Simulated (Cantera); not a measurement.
A freely propagating, adiabatic, planar premixed flame of H2 : O2 : N2 = 1 : 0.263 : 0.989 (molar parts), equivalence ratio 1.9, unburnt at 400 K and 14000 Pa; mixture-averaged transport, grid criteria slope 0.08 and curve 0.16, no radiation.

Cantera simulation using the H2/O2 subset of GRI-Mech 3.0, which has no nitrogen chemistry; the numbers are that mechanism's predictions, not measurements. Burning velocities carry a grid error of a few per cent, more on coarse grids.

**Question.** What does this change do: H2 1 to 1.3 parts?

**Answer.** 
```json
[
 {"quantity": "laminar burning velocity", "before": "370 cm/s", "after": "342 cm/s"},
 {"quantity": "thermal thickness", "before": "5.14 mm", "after": "5.30 mm"},
 {"quantity": "peak x(H2O2)", "before": "1.27e-5", "after": "1.03e-5"},
 {"quantity": "peak x(HO2)", "before": "0.000100", "after": "9.10e-5"},
 {"quantity": "peak x(O)", "before": "0.00470", "after": "0.00259"}
]
```

**Question.** What does this change do: inlet temperature 400 to 673 K?

**Answer.** 
```
quantity                    before     after
------------------------  --------  --------
laminar burning velocity  370 cm/s  871 cm/s
thermal thickness          5.14 mm   6.14 mm
peak x(H2O2)               1.27e-5   3.13e-7
peak x(HO2)               0.000100   3.33e-5
peak x(O)                  0.00470   0.00635
```
